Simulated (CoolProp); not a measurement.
Vapour-liquid equilibrium of R22 (1) + c-C4F8 (RC318) (2) at 255.1 K; x and y are mole fractions of (1).

Computed with CoolProp (multi-fluid Helmholtz-energy mixture model, Kamei 1995 and Platzer 1990; pair parameters Bell 2016). This equation is an older, rougher fit; its heat capacities, sound speeds and derivatives of the liquid may be far off and weren't checked against measurements.

Q: Give the bubble pressure and the first vapour's composition at x = 0.275, 0.65, 0.95. Is there an azeotrope?

A: x = 0.275: 1.398 bar, y = 0.707; x = 0.65: 2.355 bar, y = 0.894; x = 0.95: 2.611 bar, y = 0.966. No azeotrope shows between x = 0.05 and 0.95.

Pair parameters are fitted to limited data, so mixtures are less certain than the pure fluids. The gap from Raoult's law changes sign with composition, which may be real or a fault of the pair parameters; it wasn't checked against measurements.
